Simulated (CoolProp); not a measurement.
Vapour-liquid equilibrium of carbon dioxide (1) + n-butane (2) at -16.55 °C; x and y are mole fractions of (1).

The numbers come from the multi-fluid Helmholtz-energy mixture model, Span 1996 and Bücker 2006; pair parameters Kunz 2012 in CoolProp.

```tsv
x	bubble pressure, mixture model (bar)	bubble pressure, Raoult's law (bar)	y, mixture model	y, Raoult's law
0.05	…	1.594	…	0.686
0.125	5.540	3.195	0.903	0.856
0.2	8.184	4.796	0.934	0.912
0.275	…	6.397	0.948	0.940
0.35	…	7.998	…	0.957
0.425	13.45	9.599	0.961	0.968
0.5	14.52	11.20	0.965	0.976
0.575	…	12.80	0.968	0.983
0.65	…	14.40	0.971	0.987
0.725	17.20	16.00	0.974	0.991
0.8	18.19	17.60	0.979	0.994
0.875	19.35	19.21	0.984	0.997
0.95	20.75	20.81	0.992	0.999
```

### Question
Fill in the missing entries.

### Answer

- 0.05, bubble pressure, mixture model (bar): 2.564
- 0.05, y, mixture model: 0.792
- 0.275, bubble pressure, mixture model (bar): 10.37
- 0.35, bubble pressure, mixture model (bar): 12.10
- 0.35, y, mixture model: 0.956
- 0.575, bubble pressure, mixture model (bar): 15.44
- 0.65, bubble pressure, mixture model (bar): 16.31

The largest gap from Raoult's law is +73.4 % in bubble pressure, at x = 0.125. No azeotrope shows between x = 0.05 and 0.95.

The pair parameters rest on a limited set of measurements; away from them the model extrapolates. With so large a gap from Raoult's law the liquid may split in two, which this calculation doesn't test in full.
